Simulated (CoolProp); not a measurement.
A Linde-Hampson liquefier for dry air: isothermal reversible compression at 250 K from 1 atm to 15 MPa, throttling to 1 atm, return gas leaving the recuperator 5 K below the feed. Each further row changes one setting.

Values from CoolProp's reference Helmholtz-energy equation of state, Lemmon 2000. It is a pseudo-pure fit of the blend.

```csv
case,liquid yield per pass,compression work (kJ/kg of gas)
as stated,___,351
high pressure 30 MPa,___,___
warm-end temperature 280 K,___,___
warm-end gap 10 K,___,351
```

Question: Fill in the missing entries.

Answer: 
- as stated, liquid yield per pass: 0.101
- high pressure 30 MPa, liquid yield per pass: 0.153
- high pressure 30 MPa, compression work (kJ/kg of gas): 401
- warm-end temperature 280 K, liquid yield per pass: 0.070
- warm-end temperature 280 K, compression work (kJ/kg of gas): 398
- warm-end gap 10 K, liquid yield per pass: 0.089
